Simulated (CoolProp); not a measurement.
Octamethylcyclotetrasiloxane (D4) along the isobar 0.101 MPa: Z from the reference equation and from simpler models built on Tc = 313.4 °C, pc = 1.347 MPa, ω = 0.598; each cubic takes its own stable root.

Computed with CoolProp (reference Helmholtz-energy equation of state, Thol 2015).

| T (°C) | phase | reference |
|---|---|---|
| 212.35 | gas | 0.9438 |
| 224.55 | gas | 0.9491 |
| 236.75 | gas | 0.9537 |
| 249.05 | gas | 0.9578 |
| 261.25 | gas | 0.9614 |
| 273.45 | gas | 0.9646 |
| 285.75 | gas | 0.9676 |
| 297.95 | gas | 0.9702 |
| 310.15 | gas | 0.9726 |
| 322.35 | gas | 0.9747 |
| 334.65 | gas | 0.9767 |
| 346.85 | gas | 0.9784 |

### Question
How far does each simpler model (Pitzer virial, van der Waals, Redlich-Kwong, Soave-Redlich-Kwong) lie from the reference over these 12 states: mean and median of the absolute difference, and the worst?

### Answer
- Pitzer virial: mean 0.0 %, median 0.0 %, worst -0.1 % at 212.35 °C and 0.101 MPa
- van der Waals: mean 0.9 %, median 0.8 %, worst +2.1 % at 212.35 °C and 0.101 MPa
- Redlich-Kwong: mean 0.4 %, median 0.3 %, worst +1.2 % at 212.35 °C and 0.101 MPa
- Soave-Redlich-Kwong: mean 0.1 %, median 0.1 %, worst +0.3 % at 212.35 °C and 0.101 MPa
